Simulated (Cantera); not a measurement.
Feed: 1 mol PbS, 0.4 mol H₂, held at 2173.15 K and 1.90 bar.

Method: chemical equilibrium by Gibbs-energy minimisation in Cantera with the NASA 1993 tables (ideal gas, pure condensed phases). Candidate condensed phases: Pb, PbS, S; 10 gas species. Kinetics and transport are ignored.

Base state: PbS 0.502, H₂ 0.230, Pb 0.163, S₂ 0.0601, H₂S 0.0297, SH 0.0120, H 0.00168, S 0.00161 (mole fractions); condensed: gas only.

### Question
What changes in the equilibrium state with this change: temperature from 2173.15 K to 1725 K?

### Answer
| species | before | after |
|---|---|---|
| PbS | 0.502 | 0.634 |
| H₂ | 0.230 | 0.234 |
| Pb | 0.163 | 0.0717 |
| S₂ | 0.0601 | 0.0111 |
| SH | 0.0120 | 0.00179 |
| H₂S | 0.0297 | 0.0478 |
| S | 0.00161 | 3.02e-5 |
| H | 0.00168 | 6.51e-5 |
| Pb₂ | 0.000180 | 8.72e-5 |
